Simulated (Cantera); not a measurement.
**HMDSO + O3 + H2O (silicon oxide and oxynitride deposition)**

Feed: 1 mol HMDSO, 0.33 mol O3, 0.56 mol H2O, equilibrated at 0.443 Torr.

Equilibrium computed with Cantera from the NASA thermochemical tables; the gas is ideal and each condensed phase is pure. Candidate condensed phases: C, C6H6, C7H8, C8H18, H2O, Si, SiC, SiO2; 123 gas species. The feed counts by its element totals alone. The numbers say what is thermodynamically allowed, not how fast it happens.

| T (°C) | log p H2 | log p CO | log p H | log p Si | log p SiO | n C(graphite) | n SiC(s) |
|---|---|---|---|---|---|---|---|
| 1050 | -3.33 | -3.91 | -7.47 | -12.53 | -6.98 | 1.45 | 2.00 |
| 1125 | -3.33 | -3.91 | -6.99 | -11.43 | -6.81 | 1.46 | 2.00 |
| 1200 | -3.33 | -3.91 | -6.56 | -10.45 | -6.66 | 1.46 | 2.00 |
| 1275 | -3.33 | -3.91 | -6.18 | -9.56 | -6.53 | 1.46 | 1.99 |
| 1350 | -3.33 | -3.91 | -5.83 | -8.75 | -6.41 | 1.47 | 1.99 |
| 1425 | -3.33 | -3.91 | -5.51 | -8.02 | -6.30 | 1.47 | 1.99 |
| 1500 | -3.34 | -3.91 | -5.21 | -7.34 | -6.20 | 1.47 | 1.99 |
| 1575 | -3.34 | -3.91 | -4.95 | -6.73 | -6.11 | 1.48 | 1.98 |
| 1650 | -3.35 | -3.92 | -4.70 | -6.16 | -6.03 | 1.50 | 1.96 |
| 1725 | -3.36 | -3.92 | -4.48 | -5.64 | -5.96 | 1.53 | 1.92 |
| 1800 | -3.39 | -3.94 | -4.27 | -5.15 | -5.90 | 1.64 | 1.80 |
log p: log10 of the partial pressure in bar; n: condensed amount in mol.

From 1050 °C to 1800 °C the condensed part is C(graphite) + SiC(s). The main Si-bearing gas is SiO at 1050 °C and Si at 1800 °C. The share of Si in condensed phases is highest at 1050 °C (99.9 %) and lowest at 1800 °C (89.8 %).
